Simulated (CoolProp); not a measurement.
Sulfur dioxide at several states: fugacity coefficient from the reference equation and from simpler models built on Tc = 430.6 K, pc = 78.87 bar, ω = 0.256; each cubic takes its own stable root.

Values from CoolProp's reference Helmholtz-energy equation of state, Gao 2016.

```json
[
 {"T (K)": "220.4", "p (bar)": "3.06", "phase": "liquid", "reference": "0.03145", "van der Waals": "0.8017", "Redlich-Kwong": "0.08001", "Soave-Redlich-Kwong": "0.03109", "Peng-Robinson": "0.03323"},
 {"T (K)": "442.8", "p (bar)": "1.64", "phase": "gas", "reference": "0.9935", "van der Waals": "0.9942", "Redlich-Kwong": "0.9935", "Soave-Redlich-Kwong": "0.9936", "Peng-Robinson": "0.9928"},
 {"T (K)": "274.5", "p (bar)": "13.7", "phase": "liquid", "reference": "0.1182", "van der Waals": "0.6392", "Redlich-Kwong": "0.2120", "Soave-Redlich-Kwong": "0.1190", "Peng-Robinson": "[?]"},
 {"T (K)": "464.6", "p (bar)": "38.5", "phase": "gas", "reference": "0.8735", "van der Waals": "[?]", "Redlich-Kwong": "0.8704", "Soave-Redlich-Kwong": "[?]", "Peng-Robinson": "0.8610"},
 {"T (K)": "290.9", "p (bar)": "0.728", "phase": "gas", "reference": "0.9869", "van der Waals": "0.9932", "Redlich-Kwong": "0.9907", "Soave-Redlich-Kwong": "0.9897", "Peng-Robinson": "0.9892"},
 {"T (K)": "433.6", "p (bar)": "6.1", "phase": "gas", "reference": "0.9739", "van der Waals": "0.9775", "Redlich-Kwong": "0.9743", "Soave-Redlich-Kwong": "0.9744", "Peng-Robinson": "0.9715"}
]
```

**Question.** Some entries are withheld; supply them.

**Answer.** 
- 274.5, Peng-Robinson: 0.1197
- 464.6, van der Waals: 0.8808
- 464.6, Soave-Redlich-Kwong: 0.8756
